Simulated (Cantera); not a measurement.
Input: 1 mol Cu₂O, 3.2 mol CH₄, 1.2 mol N₂, equilibrated at 750 Torr.

These are equilibrium values from Cantera (NASA tables, ideal gas, pure condensed phases), not measurements of a reactor. Candidate condensed phases: C, C₆H₆, C₇H₈, C₈H₁₈, Cu, CuO, Cu(OH)₂, Cu₂O, H₂O; 139 gas species. Kinetics and transport are ignored.

Over these rows the condensed part is C(graphite) + Cu(s). Partial pressures as log10 of bar:

```json
[
 {"T (K)": "1073", "1000/T (1/K)": "0.9320", "log p HCN": "-5.31", "log p H₂": "-0.15", "log p N₂": "-0.84", "log p CO": "-0.97", "log p CH₄": "-1.63"},
 {"T (K)": "1123", "1000/T (1/K)": "0.8905", "log p HCN": "-5.02", "log p H₂": "-0.14", "log p N₂": "-0.85", "log p CO": "-0.95", "log p CH₄": "-1.81"},
 {"T (K)": "1173", "1000/T (1/K)": "0.8525", "log p HCN": "-4.75", "log p H₂": "-0.14", "log p N₂": "-0.85", "log p CO": "-0.94", "log p CH₄": "-1.98"},
 {"T (K)": "1223", "1000/T (1/K)": "0.8177", "log p HCN": "?", "log p H₂": "-0.13", "log p N₂": "-0.85", "log p CO": "-0.94", "log p CH₄": "-2.14"},
 {"T (K)": "1273", "1000/T (1/K)": "0.7855", "log p HCN": "-4.29", "log p H₂": "-0.13", "log p N₂": "-0.85", "log p CO": "-0.94", "log p CH₄": "-2.29"},
 {"T (K)": "1323", "1000/T (1/K)": "0.7559", "log p HCN": "-4.08", "log p H₂": "-0.13", "log p N₂": "-0.85", "log p CO": "-0.94", "log p CH₄": "-2.43"}
]
```

Task: Fit log p(HCN) = a + b·(1000/T) to the five rows, give the apparent enthalpy, and predict the row at 1223 K.

Result: Means: 1000/T = 0.8433, log p = -4.690. Sxy = -0.147556, Sxx = 0.0211598, so b = -6.97 and a = -4.690 − (-6.97)×0.8433 = 1.19.
Apparent enthalpy: −19.145 × (-6.97) = 133 kJ/mol. With the condensed phases at unit activity, C(graphite) + 1/2 H₂(g) + 1/2 N₂(g) = HCN(g) links this pressure to the main gases: over the six rows their terms move log p by +0.00 in all, so the slope is close to that reaction's ΔH°. The five rows lie within 0.01 of the line.
Prediction at 1223 K: 1.19 + (-6.97)×0.8177 = -4.51. The computed value is -4.51, 0.00 from the line.
